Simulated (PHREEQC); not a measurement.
Solution A (0.066 mol/kgw Cu(NO3)2, 0.00011 mol/kgw H2SO4 and 0.023 mol/kgw Na2SO4) is mixed with solution B (0.0052 mol/kgw H2SO4, 0.076 mol/kgw ZnSO4 and 0.00012 mol/kgw Na2SO4) at 25 °C; shares are by mass of water, 1 kg in all. Oxygen is held at 0.21 atm. The system is closed to CO2. Solids allowed: Tenorite, Brochantite, Antlerite, Cu2(OH)3NO3, Zincite(c), Zn4(OH)6SO4, Mirabilite, Chalcanthite, Goslarite. Others were left out.

Computed with PHREEQC (ion-association model, wateq4f.dat).

| share of solution B | pH | Cu+2 (mol/kgw) | Zn+2 (mol/kgw) | ZnSO4 (mol/kgw) | Zn(SO4)2-2 (mol/kgw) | CuSO4 (mol/kgw) | HSO4- (mol/kgw) |
|---|---|---|---|---|---|---|---|
| 0 | 3.87 | 0.0551 | 0 | 0 | 0 | 0.0109 | 5.80e-5 |
| 0.1 | 3.16 | 0.0476 | 0.00578 | 0.00164 | 0.000182 | 0.0118 | 0.000369 |
| 0.15 | 3.02 | 0.0441 | 0.00845 | 0.00263 | 0.000319 | 0.0120 | 0.000553 |
| 0.25 | 2.84 | 0.0375 | 0.0134 | 0.00492 | 0.000690 | 0.0120 | 0.000970 |
| 0.35 | 2.73 | 0.0314 | 0.0179 | 0.00755 | 0.00119 | 0.0115 | 0.00144 |
| 0.4 | 2.68 | 0.0284 | 0.0199 | 0.00897 | 0.00150 | 0.0112 | 0.00169 |
| 0.5 | 2.61 | 0.0229 | 0.0238 | 0.0120 | 0.00220 | 0.0101 | 0.00222 |
| 0.6 | 2.55 | 0.0178 | 0.0273 | 0.0153 | 0.00303 | 0.00864 | 0.00278 |
| 0.65 | 2.52 | 0.0153 | 0.0289 | 0.0170 | 0.00350 | 0.00781 | 0.00308 |
| 0.75 | 2.47 | 0.0106 | 0.0320 | 0.0205 | 0.00452 | 0.00591 | 0.00368 |
| 0.85 | 2.44 | 0.00617 | 0.0348 | 0.0242 | 0.00566 | 0.00373 | 0.00431 |
| 0.9 | 2.42 | 0.00405 | 0.0361 | 0.0261 | 0.00627 | 0.00255 | 0.00463 |
| 1 | 2.38 | 0 | 0.0385 | 0.0299 | 0.00757 | 0 | 0.00529 |

Species that the database lacks are ignored.
